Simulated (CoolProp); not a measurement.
Vapour-liquid equilibrium of R125 (1) + R134a (2) at 8.25 °C; x and y are mole fractions of (1).

Model: multi-fluid Helmholtz-energy mixture model, Lemmon 2005 and Tillner-Roth 1994; pair parameters Lemmon 2004, in CoolProp.

```
x      bubble pressure (MPa)  y at the bubble point  dew pressure at overall composition x (MPa)  liquid density (mol/L)
-----  ---------------------  ---------------------  -------------------------------------------  ----------------------
0.05                  0.4155                  0.099                                       0.4030                   12.33
0.125                 0.4520                  0.228                                       0.4224                   12.20
0.2                   0.4880                  0.338                                       0.4436                   12.07
0.275                 0.5236                  0.433                                       0.4668                   11.93
0.35                  0.5589                  0.517                                       0.4923                   11.80
0.425                 0.5939                  0.592                                       0.5205                   11.67
0.5                   0.6288                  0.659                                       0.5515                   11.54
0.575                 0.6636                  0.721                                       0.5858                   11.41
0.65                  0.6984                  0.778                                       0.6239                   11.28
0.725                 0.7333                  0.830                                       0.6661                   11.15
0.8                   0.7683                  0.880                                       0.7129                   11.02
0.875                 0.8035                  0.927                                       0.7647                   10.89
0.95                  0.8391                  0.971                                       0.8219                   10.75
```

No azeotrope shows between x = 0.05 and 0.95.

The pair parameters rest on a limited set of measurements; away from them the model extrapolates.
